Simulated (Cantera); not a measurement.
Metals in furnace atmospheres: Fe + CO + H2 + H2S

A closed system holds: 1 mol Fe, 7.5 mol CO, 7.2 mol H2, 1.9 mol H2S, held at 1.10 mbar.

These are equilibrium values from Cantera (NASA tables, ideal gas, pure condensed phases), not measurements of a reactor. Candidate condensed phases: C, C6H6, C7H8, C8H18, Fe, Fe(CO)5, FeO, Fe(OH)2, Fe(OH)3, FeS, FeSO4, FeS2, Fe2O3, Fe2(SO4)3, Fe3O4, H2O, H2SO4, S; 127 gas species. Metal and sulfide melt together well below either melting point, which pure phases cannot show. Mutual solubility and eutectic melting of coexisting phases are not modelled. FeS: taken at fixed stoichiometry. Gases not in the tables: S3 to S7. Rates play no part.

```json
[
 {"T (°C)": "902", "x H2": "0.506", "x CO": "0.447", "x S2": "0.00679", "x Fe": "9.47e-10", "x H2S": "0.0374", "x H": "2.63e-6", "n FeS(s)": "1.00", "n FeS(l)": "0", "n Fe(γ)": "0", "n Fe(δ)": "0", "n Fe(l)": "0"},
 {"T (°C)": "952", "x H2": "0.511", "x CO": "0.445", "x S2": "0.00992", "x Fe": "8.13e-9", "x H2S": "0.0313", "x H": "6.72e-6", "n FeS(s)": "1.00", "n FeS(l)": "0", "n Fe(γ)": "0", "n Fe(δ)": "0", "n Fe(l)": "0"},
 {"T (°C)": "1002", "x H2": "0.515", "x CO": "0.444", "x S2": "0.0129", "x Fe": "6.13e-8", "x H2S": "0.0254", "x H": "1.59e-5", "n FeS(s)": "1.000", "n FeS(l)": "0", "n Fe(γ)": "0", "n Fe(δ)": "0", "n Fe(l)": "0"},
 {"T (°C)": "1052", "x H2": "0.519", "x CO": "0.443", "x S2": "0.0154", "x Fe": "4.07e-7", "x H2S": "0.0203", "x H": "3.55e-5", "n FeS(s)": "1.000", "n FeS(l)": "0", "n Fe(γ)": "0", "n Fe(δ)": "0", "n Fe(l)": "0"},
 {"T (°C)": "1102", "x H2": "0.521", "x CO": "0.443", "x S2": "0.0175", "x Fe": "2.40e-6", "x H2S": "0.0161", "x H": "7.46e-5", "n FeS(s)": "1.000", "n FeS(l)": "0", "n Fe(γ)": "0", "n Fe(δ)": "0", "n Fe(l)": "0"},
 {"T (°C)": "1152", "x H2": "0.524", "x CO": "0.442", "x S2": "0.0191", "x Fe": "1.26e-5", "x H2S": "0.0128", "x H": "0.000149", "n FeS(s)": "1.000", "n FeS(l)": "0", "n Fe(γ)": "0", "n Fe(δ)": "0", "n Fe(l)": "0"},
 {"T (°C)": "1202", "x H2": "0.525", "x CO": "0.442", "x S2": "0.0202", "x Fe": "5.83e-5", "x H2S": "0.0102", "x H": "0.000283", "n FeS(s)": "0", "n FeS(l)": "0.999", "n Fe(γ)": "0", "n Fe(δ)": "0", "n Fe(l)": "0"},
 {"T (°C)": "1252", "x H2": "0.526", "x CO": "0.441", "x S2": "0.0211", "x Fe": "0.000229", "x H2S": "0.00818", "x H": "0.000517", "n FeS(s)": "0", "n FeS(l)": "0.996", "n Fe(γ)": "0", "n Fe(δ)": "0", "n Fe(l)": "0"},
 {"T (°C)": "1302", "x H2": "0.514", "x CO": "0.432", "x S2": "0.0388", "x Fe": "0.000621", "x H2S": "0.00864", "x H": "0.000899", "n FeS(s)": "0", "n FeS(l)": "0.330", "n Fe(γ)": "0.660", "n Fe(δ)": "0", "n Fe(l)": "0"},
 {"T (°C)": "1352", "x H2": "0.509", "x CO": "0.427", "x S2": "0.0475", "x Fe": "0.00158", "x H2S": "0.00764", "x H": "0.00152", "n FeS(s)": "0", "n FeS(l)": "0", "n Fe(γ)": "0.972", "n Fe(δ)": "0", "n Fe(l)": "0"},
 {"T (°C)": "1402", "x H2": "0.507", "x CO": "0.426", "x S2": "0.0474", "x Fe": "0.00377", "x H2S": "0.00623", "x H": "0.00249", "n FeS(s)": "0", "n FeS(l)": "0", "n Fe(γ)": "0", "n Fe(δ)": "0.934", "n Fe(l)": "0"},
 {"T (°C)": "1452", "x H2": "0.504", "x CO": "0.423", "x S2": "0.0469", "x Fe": "0.00856", "x H2S": "0.00509", "x H": "0.00397", "n FeS(s)": "0", "n FeS(l)": "0", "n Fe(γ)": "0", "n Fe(δ)": "0.848", "n Fe(l)": "0"},
 {"T (°C)": "1502", "x H2": "0.497", "x CO": "0.418", "x S2": "0.0457", "x Fe": "0.0185", "x H2S": "0.00415", "x H": "0.00615", "n FeS(s)": "0", "n FeS(l)": "0", "n Fe(γ)": "0", "n Fe(δ)": "0.668", "n Fe(l)": "0"},
 {"T (°C)": "1552", "x H2": "0.484", "x CO": "0.408", "x S2": "0.0437", "x Fe": "0.0380", "x H2S": "0.00334", "x H": "0.00924", "n FeS(s)": "0", "n FeS(l)": "0", "n Fe(γ)": "0", "n Fe(δ)": "0", "n Fe(l)": "0.302"}
]
```
x: gas mole fraction; n: condensed amount in mol.

From 902 °C to 1152 °C the condensed part is FeS(s). From 1202 °C to 1252 °C the condensed part is FeS(l). At 1302 °C the condensed part is Fe(γ) + FeS(l). At 1352 °C the condensed part is Fe(γ). From 1402 °C to 1502 °C the condensed part is Fe(δ). At 1552 °C the condensed part is Fe(l).
